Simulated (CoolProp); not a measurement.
Vapour-liquid equilibrium of methanol (1) + toluene (2) at 368 K; x and y are mole fractions of (1).

The numbers come from the multi-fluid Helmholtz-energy mixture model, de Reuck 1993 and Lemmon 2006; pair parameters Bell 2016 in CoolProp.

```csv
x,"bubble pressure, mixture model (MPa)","bubble pressure, Raoult's law (MPa)","y, mixture model","y, Raoult's law"
0.05,0.1365,0.07518,0.537,0.200
0.15,0.2136,0.09885,0.712,0.455
0.25,…,0.1225,0.755,0.612
0.35,0.2578,0.1462,…,0.718
0.45,…,0.1699,0.783,0.795
0.55,0.2707,0.1935,0.794,0.853
0.65,0.2776,0.2172,…,0.898
0.75,0.2854,0.2409,0.841,0.934
0.85,0.2930,0.2645,…,0.964
0.95,…,0.2882,…,0.989
```

What belongs in the gaps?


- 0.25, bubble pressure, mixture model (MPa): 0.2448
- 0.35, y, mixture model: 0.772
- 0.45, bubble pressure, mixture model (MPa): 0.2647
- 0.65, y, mixture model: 0.812
- 0.85, y, mixture model: 0.888
- 0.95, bubble pressure, mixture model (MPa): 0.2986
- 0.95, y, mixture model: 0.956

The largest gap from Raoult's law is +116.1 % in bubble pressure, at x = 0.15. No azeotrope shows between x = 0.05 and 0.95.

The pair parameters rest on a limited set of measurements; away from them the model extrapolates. With so large a gap from Raoult's law the liquid may split in two, which this calculation doesn't test in full.
